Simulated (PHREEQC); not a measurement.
1 kg of water holding 0.0043 mol/kgw K2SO4, 0.017 mol/kgw NaCl and 0.0063 mol/kgw Na2SO4 is evaporated at 25 °C; the solids stay in contact with the brine. The system is closed to CO2. Only these solids could form: Arcanite, Glaserite, Halite, Mirabilite, Misenite, Sylvite, Thenardite.

The series has 28 steps of water left (kg), from 1 to 0.005012.

All values are PHREEQC results (Pitzer model, pitzer.dat), not measurements.

**Question.** Which solids form, in which order, and at which step of the series does each first stand?

**Answer.** Glaserite from water left = 0.007426 kg.
